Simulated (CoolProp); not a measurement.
A single-stage vapour-compression cycle with R142b: evaporating at 226.15 K (dew point), condensing at 285.15 K (bubble point), superheat 5 K, subcooling 0 K, compressor efficiency 0.75, no pressure losses. Each further row changes one setting.

Values from CoolProp's reference Helmholtz-energy equation of state, Lemmon 2006. It is a short technical equation, of lower accuracy than the large ones.

```json
[
 {"case": "as stated", "cooling COP": "2.31", "pressure ratio": "13.8", "discharge temperature (K)": "330.2", "refrigerating effect (kJ/kg)": "175", "volumetric capacity (kJ/m³)": "149"},
 {"case": "evaporating temperature 231.15 K", "cooling COP": "2.63", "pressure ratio": "10.4", "discharge temperature (K)": "325.0", "refrigerating effect (kJ/kg)": "178", "volumetric capacity (kJ/m³)": "…"},
 {"case": "condensing temperature 280.15 K", "cooling COP": "2.58", "pressure ratio": "11.6", "discharge temperature (K)": "…", "refrigerating effect (kJ/kg)": "182", "volumetric capacity (kJ/m³)": "154"},
 {"case": "subcooling 5 K", "cooling COP": "2.39", "pressure ratio": "13.8", "discharge temperature (K)": "330.2", "refrigerating effect (kJ/kg)": "181", "volumetric capacity (kJ/m³)": "154"},
 {"case": "superheat 15 K", "cooling COP": "…", "pressure ratio": "13.8", "discharge temperature (K)": "341.5", "refrigerating effect (kJ/kg)": "182", "volumetric capacity (kJ/m³)": "…"},
 {"case": "compressor efficiency 0.65", "cooling COP": "…", "pressure ratio": "13.8", "discharge temperature (K)": "342.8", "refrigerating effect (kJ/kg)": "175", "volumetric capacity (kJ/m³)": "149"}
]
```

Q: What belongs in the gaps?

A: 
- evaporating temperature 231.15 K, volumetric capacity (kJ/m³): 198
- condensing temperature 280.15 K, discharge temperature (K): 323.4
- superheat 15 K, cooling COP: 2.30
- superheat 15 K, volumetric capacity (kJ/m³): 148
- compressor efficiency 0.65, cooling COP: 2.00
